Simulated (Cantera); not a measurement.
## Premixed flame

A freely propagating, adiabatic, planar premixed flame of 21.9 % H2, 15.4 % O2, 58.1 % N2, 4.60 % H2O, equivalence ratio 0.71, unburnt at 300 K and 100.0 Torr; mixture-averaged transport, grid criteria slope 0.08 and curve 0.16, no radiation.

Detailed kinetics in Cantera: the H2/O2 subset of GRI-Mech 3.0, which has no nitrogen chemistry. Burning velocities carry a grid error of a few per cent, more on coarse grids.

| z (mm) | T (K) | u (m/s) | x H2 | x O2 | x O | x H2O | x H2O2 | x H |
|---|---|---|---|---|---|---|---|---|
| -12.7 | 300 | 1.25 | 0.219 | 0.154 | <1e-8 | 0.0460 | <1e-8 | <1e-8 |
| -8.47 | 300 | 1.25 | 0.219 | 0.154 | <1e-8 | 0.0460 | <1e-8 | <1e-8 |
| -6.35 | 300 | 1.25 | 0.219 | 0.154 | <1e-8 | 0.0460 | <1e-8 | <1e-8 |
| -4.23 | 300 | 1.25 | 0.219 | 0.154 | <1e-8 | 0.0460 | <1e-8 | <1e-8 |
| -2.12 | 309 | 1.28 | 0.211 | 0.156 | 2.83e-7 | 0.0467 | 4.24e-6 | 3.08e-7 |
| -1.06 | 499 | 2.01 | 0.179 | 0.154 | 4.81e-5 | 0.0623 | 4.64e-5 | 0.00120 |
| 0 | 887 | 3.47 | 0.114 | 0.132 | 0.00152 | 0.121 | 2.91e-6 | 0.0140 |
| 1.06 | 1172 | 4.54 | 0.0474 | 0.0887 | 0.00680 | 0.200 | 1.36e-6 | 0.0293 |
| 2.12 | 1325 | 5.11 | 0.0234 | 0.0673 | 0.00934 | 0.236 | 1.34e-6 | 0.0302 |
| 4.23 | 1473 | 5.64 | 0.0179 | 0.0600 | 0.00899 | 0.250 | 8.21e-7 | 0.0222 |
| 8.47 | 1610 | 6.11 | 0.0150 | 0.0565 | 0.00710 | 0.260 | 4.00e-7 | 0.0135 |
| 16.9 | 1726 | 6.51 | 0.0110 | 0.0539 | 0.00485 | 0.271 | 2.03e-7 | 0.00700 |
| 33.9 | 1815 | 6.80 | 0.00676 | 0.0521 | 0.00284 | 0.280 | 1.14e-7 | 0.00297 |
x: mole fraction of selected species; z is measured from the peak of heat release.

```json
{
 "laminar_burning_velocity": "125 cm/s",
 "thermal_thickness": "4.23 mm",
 "peak x(O)": "0.00954",
 "peak x(H2O2)": "4.79e-5",
 "peak x(H)": "0.0311",
 "grid_points": "112"
}
```
